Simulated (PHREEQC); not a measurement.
Consider water at 25 °C with 0.0076 mol/kgw Cu(BF4)2, 0.012 mol/kgw HBF4 and 0.19 mol/kgw Na2SO4. Closed to the air; pH follows from the charge balance.

All values are PHREEQC results (ion-association model, phreeqc.dat), not measurements.

| quantity | before | after |
|---|---|---|
| pH | 2.57 | 2.58 |
| ionic strength (mol/kgw) | 0.476 | 0.474 |
| Na+ (mol/kgw) | 0.333 | 0.339 |
| SO4-2 (mol/kgw) | 0.129 | 0.132 |
| NaSO4- (mol/kgw) | 0.0468 | 0.0486 |
| BF4- (mol/kgw) | 0.0240 | 0.0168 |

Question: Name the change that produced these shifts.
(A) Cu(BF4)2 replaced by NaBF4 at the same molality
(B) HBF4 left out
(C) diluted 100-fold with water
(D) diluted 2-fold with water
(E) temperature from 25 to 85 °C

Answer: A, Cu(BF4)2 replaced by NaBF4 at the same molality

No solid was allowed to form. Real BF4- forms and hydrolyses slowly; the run takes it at equilibrium.
